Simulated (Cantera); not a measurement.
An isothermal, constant-pressure homogeneous reactor starts with C2H6 : N2 = 1 : 33 (molar parts), at 1250 K and 263 Torr.

Cantera simulation using GRI-Mech 3.0 (53 species, 325 reactions); the numbers are that mechanism's predictions, not measurements. GRI-Mech 3.0 stops at C3 and has no aromatics, soot or wall deposition, so with more carbon than oxygen in the feed, carbon stays in small species such as C2H2 where larger ones or solid carbon would form.

Question: Predict: x(C2H6) at 3.00 s; x(CH3) at 3.00 s; x(C2H4) at 3.00 s; x(H) at 3.00 s.

Answer: 
* **x(C2H6) at 3.00 s**: 4.03e-6 (gas-phase equilibrium 9.71e-7)
* **x(CH3) at 3.00 s**: 6.82e-7 (gas-phase equilibrium 4.88e-7)
* **x(C2H4) at 3.00 s**: 0.00355 (gas-phase equilibrium 0.000714)
* **x(H) at 3.00 s**: 3.72e-7 (gas-phase equilibrium 1.75e-7)
